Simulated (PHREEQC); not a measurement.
Model water analysis in mg/L, 75 °C, pH 5.5, pe 9.3:

```
constituent             mg/L
------------------  --------
Na                    0.0542
K                   0.000685
Ca                    0.0186
Mg                   0.00207
Cl                   0.00719
S(6) as SO4            0.113
Alkalinity as HCO3    0.0578
Cu(2)               6.45e-05
Cd                  0.000527
B                   1.96e-05
Br                  2.97e-05
N(5) as NO3         3.41e-05
Ba                  0.000775
```

Na is adjusted to close the charge balance.
Valence states are taken as typed.

Model: ion-association model, wateq4f.dat, run in PHREEQC.

- ionic strength: 8.41e-6 mol/kgw

```csv
species,molality,activity,log γ
CO2,2.68e-5,2.68e-5,0.000
HCO3-,4.06e-6,4.05e-6,-0.002
H+,3.17e-6,3.16e-6,-0.002
Na+,2.36e-6,2.36e-6,-0.002
SO4-2,1.17e-6,1.16e-6,-0.007
Ca+2,4.64e-7,4.57e-7,-0.007
Cl-,2.03e-7,2.02e-7,-0.002
Mg+2,8.51e-8,8.38e-8,-0.007
OH-,6.19e-8,6.17e-8,-0.002
K+,1.75e-8,1.75e-8,-0.002
```

No solid was allowed to form. Away from 25 °C the constants follow the database's enthalpies or fits; those with neither stay at their 25 °C values.
